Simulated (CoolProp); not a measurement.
Values from CoolProp's reference Helmholtz-energy equation of state, Beckmüller 2019.

Q: For n-octane, give the phase and the cp (kJ/(kg K)), cv (kJ/(kg K)), isothermal compressibility (1/MPa), expansivity (1/kK) at 535.2 K and 30.6 bar.

A: 
- 535.2 K and 30.6 bar: liquid; cp 3.43, cv 2.69, isothermal compressibility 0.0265, expansivity 4.05
